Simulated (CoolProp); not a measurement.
Vapour pressure (bar) of ammonia: the reference equation beside estimates from Tc = 132.4 °C, pc = 113.6 bar, ω = 0.256. Clausius-Clapeyron is anchored at 83.25 °C with a constant enthalpy of vaporisation of 14.50 kJ/mol.

Computed with CoolProp (reference Helmholtz-energy equation of state, Gao 2020).

```csv
T (°C),reference,Lee-Kesler,Clausius-Clapeyron,van der Waals,Redlich-Kwong,Soave-Redlich-Kwong,Peng-Robinson
47.65,19.12,19.30,25.81,41.33,25.77,19.38,19.14
52.65,21.77,21.97,28.05,44.41,28.78,22.08,21.80
57.75,24.74,24.97,30.46,47.69,32.09,25.13,24.80
62.85,28.01,28.25,33.00,51.11,35.66,28.47,28.09
67.95,31.59,31.84,35.66,54.69,39.48,32.13,31.71
73.05,35.51,35.76,38.45,58.42,43.57,36.13,35.66
78.15,39.77,40.02,41.37,62.31,47.94,40.48,39.96
83.25,44.41,44.66,44.41,66.35,52.60,45.20,44.65
88.35,49.45,49.67,47.59,70.54,57.55,50.31,49.73
93.35,54.79,55.00,50.82,74.82,62.69,55.73,55.12
98.45,60.67,60.86,54.25,79.33,68.24,61.67,61.06
103.55,67.02,67.19,57.81,84.01,74.11,68.06,67.46
108.65,73.87,74.03,61.50,88.85,80.31,74.92,74.35
113.75,81.26,81.40,65.32,93.86,86.83,82.27,81.75
118.85,89.21,89.35,69.26,99.04,93.69,90.12,89.70
```

Absolute difference from the reference over all 15 rows, mean and median: Lee-Kesler 0.6 and 0.6 %, Clausius-Clapeyron 14.9 and 13.7 %, van der Waals 54.7 and 49.4 %, Redlich-Kwong 19.0 and 18.4 %, Soave-Redlich-Kwong 1.6 and 1.6 %, Peng-Robinson 0.5 and 0.5 %.
